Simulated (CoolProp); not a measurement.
Aqueous propylene glycol as a coolant, at 34 °C, 1 atm.

Model: Melinder's fits for secondary coolants, in CoolProp.

| mass % | freezing point (°C) | conductivity (W/(m K)) | cp (kJ/(kg K)) | viscosity (mPa s) | density (kg/m³) |
|---|---|---|---|---|---|
| 4.3 | -1.0 | 0.595 | 4.140 | 0.847 | 997.7 |
| 9.9 | -2.8 | 0.562 | 4.094 | 1.00 | 1002 |
| 15.4 | -5.0 | 0.531 | 4.048 | 1.18 | 1006 |
| 21 | -7.7 | 0.501 | 3.996 | 1.40 | 1010 |
| 26.5 | -10.6 | 0.473 | 3.937 | 1.66 | 1014 |
| 32.1 | -14.2 | 0.446 | 3.867 | 2.00 | 1018 |
| 37.6 | -18.4 | 0.420 | 3.789 | 2.39 | 1022 |
| 43.2 | -23.8 | 0.395 | 3.700 | 2.88 | 1026 |
